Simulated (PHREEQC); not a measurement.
Consider water at 25 °C with 0.0073 mol/kgw NaHSO4, 8.9e-05 mol/kgw K2HPO4 and 0.000819 mol/kgw KCl. Closed to the air; pH follows from the charge balance.

Computed with PHREEQC (ion-association model, phreeqc.dat).

Question: The ionic strength comes out as 0.0190 mol/kgw. What activity coefficients do SO4-2, Na+, HSO4-, NaSO4-, H2PO4- get?

Answer: SO4-2 0.59, Na+ 0.87, HSO4- 0.87, NaSO4- 0.88, H2PO4- 0.88.

No solid was allowed to form.
